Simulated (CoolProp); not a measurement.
Carbon dioxide at several states: fugacity coefficient from the reference equation and from simpler models built on Tc = 31.0 °C, pc = 7.377 MPa, ω = 0.224; each cubic takes its own stable root.

Computed with CoolProp (reference Helmholtz-energy equation of state, Span 1996).

```csv
T (°C),p (MPa),phase,reference
675.05,36.1,supercritical,1.080
580.85,0.137,gas,1.000
182.25,2.61,gas,0.9719
626.35,13.2,supercritical,1.023
-12.85,0.0169,gas,0.9987
```

Q: How far does each simpler model (van der Waals, Redlich-Kwong, Soave-Redlich-Kwong, Peng-Robinson) lie from the reference over these 5 states: mean and median of the absolute difference, and the worst?

A: 
- van der Waals: mean 2.2 %, median 0.9 %, worst -6.9 % at 675.05 °C and 36.1 MPa
- Redlich-Kwong: mean 1.4 %, median 0.6 %, worst -4.5 % at 675.05 °C and 36.1 MPa
- Soave-Redlich-Kwong: mean 1.1 %, median 0.5 %, worst +3.5 % at 675.05 °C and 36.1 MPa
- Peng-Robinson: mean 0.3 %, median 0.4 %, worst +0.6 % at 675.05 °C and 36.1 MPa
